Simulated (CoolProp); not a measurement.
Saturation properties of dimethyl carbonate (Tc = 283.9 °C, pc = 4.909 MPa, ω = 0.346).

Model: reference Helmholtz-energy equation of state, Zhou 2011, in CoolProp.

```tsv
T (°C)	p (MPa)	liquid density (kg/m³)	enthalpy of vaporisation (kJ/kg)	liquid cp (kJ/(kg K))	vapour Z
76.25	0.06380	993.6	385.2	1.925	0.9794
92.15	0.1081	971.1	374.2	1.963	0.9696
108.15	0.1744	947.8	362.8	2.006	0.9568
124.05	0.2682	923.9	350.9	2.051	0.9410
140.05	0.3981	899.0	338.2	2.100	0.9216
155.95	0.5702	873.1	324.7	2.154	0.8984
171.95	0.7955	845.8	310.1	2.214	0.8706
187.85	1.081	816.9	294.1	2.284	0.8382
203.75	1.438	785.8	276.3	2.372	0.8000
```

It boils at 90.1 °C under 1 atm.
